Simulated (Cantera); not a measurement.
Input: 1 mol SiH2Cl2, 0.11 mol O2, 5.9 mol N2, equilibrated at 750 K and 32.0 mbar.

Equilibrium computed with Cantera from the NASA thermochemical tables; the gas is ideal and each condensed phase is pure. Candidate condensed phases: H2O, NH4Cl, Si, SiO2, Si2N2O, Si3N4; 47 gas species. N2 is the only nitrogen source here; it is nearly inert below about 1500 K, so the nitride shown seldom forms there in practice. Kinetics and transport are ignored.

Base state: N2 0.758, HCl 0.138, H2 0.0695, SiCl4 0.0347 (mole fractions); condensed: Si2N2O(s) + Si3N4(s).

What changes in the equilibrium state with this change: SiH2Cl2 replaced by TEOS?


```json
[
 {"species": "H2", "before": "0.0695", "after": "0.503"},
 {"species": "N2", "before": "0.758", "after": "0.359"},
 {"species": "H2O", "before": "<1e-9", "after": "0.0528"},
 {"species": "HCl", "before": "0.138", "after": "0"},
 {"species": "CO", "before": "0", "after": "0.0360"},
 {"species": "SiCl4", "before": "0.0347", "after": "0"},
 {"species": "CH4", "before": "0", "after": "0.0259"},
 {"species": "CO2", "before": "0", "after": "0.0231"},
 {"species": "NH3", "before": "2.61e-6", "after": "3.50e-5"},
 {"species": "Si2N2O(s), mol", "before": "0.220", "after": "0"},
 {"species": "Si3N4(s), mol", "before": "0.103", "after": "0"},
 {"species": "C(graphite), mol", "before": "0", "after": "6.60"},
 {"species": "SiO2(α-quartz), mol", "before": "0", "after": "1.00"}
]
```
The feed counts by its element totals alone. Further candidate phases: C, C6H6, C7H8, C8H18, SiC.
